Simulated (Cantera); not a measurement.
What does this Cantera script print?

```python
import numpy as np
import cantera as ct

gas_names = """
    AL ALH ALN AL2 H H2 N NH NH2 NH3 N2 N2H2 N2H4
""".split()
cond_names = """
    AL(cr) AL(L) ALN(s)
""".split()


# ... load() reads the species with a 1 bar reference pressure and builds the phases ...
atoms = {
    'Al': {'AL': 1},
    'N2': {'N': 2},
    'H2': {'H': 2},
}
top_T = {'ALN(s)': 2750}  # K; cautious upper limits of use, not melting points


# ... equilibrate(T, P, feed) seeds the gas with the atoms and calls Mixture.equilibrate('TP', solver="vcs", rtol=1e-11, max_steps=5000) ...
results = []
feed = {'Al': 1, 'N2': 2.1, 'H2': 780}  # mol
T = 1948  # K
P = 180  # Pa
mix = equilibrate(T, P, feed)
results.append((T, P, feed, dict(zip(mix.species_names, mix.species_moles))))
x = sorted(zip(gas.X, gas.species_names), reverse=True)
print(f"T = {T:g} K  P = {P:g} Pa  gas = {mix.phase_moles(0):.4g} mol")
print("   x: " + "  ".join(f"{s} {v:.3e}" for v, s in x if v > 0.0001))
print("   condensed (mol): " + ("  ".join(f"{mix.phase(i).name} {mix.phase_moles(i):.4g}"
      for i in range(1, mix.n_phases) if mix.phase_moles(i) > 1e-12) or "none"))
```

It prints:

```
T = 1948 K  P = 180 Pa  gas = 793.5 mol
   x: H2 9.699e-01  H 2.623e-02  N2 2.647e-03  AL 1.244e-03
   condensed (mol): none
```

Cantera equilibrium calculation (NASA polynomials, part measured and part estimated; ideal gas, pure solids and liquids).
